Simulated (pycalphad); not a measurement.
Computed with pycalphad from the COST 507 light-alloy database (1999), at 1 atm. These are 1990s assessments: newer ones move some temperatures and phases. Phase fractions are per mole of atoms.

Alloy Ti-8.53Si (at.%). At 1477 °C the liquid holds 9.27 and the bcc solid 1.66 at.% Si; the final invariant liquid holds 13.1 at.%.

### Question
Use the Scheil equation x_L = x₀ f_L^(k−1) with a constant partition coefficient to estimate the liquid left at the invariant point, and compare with a stepwise Scheil-Gulliver run on the full database.

### Answer
k = 0.18, so f_L = (13.1/8.53)^(1/(k − 1)) ≈ 0.59. The stepwise run (steps of 4 K), in which k changes along the path, leaves 0.57 at 1340 °C.
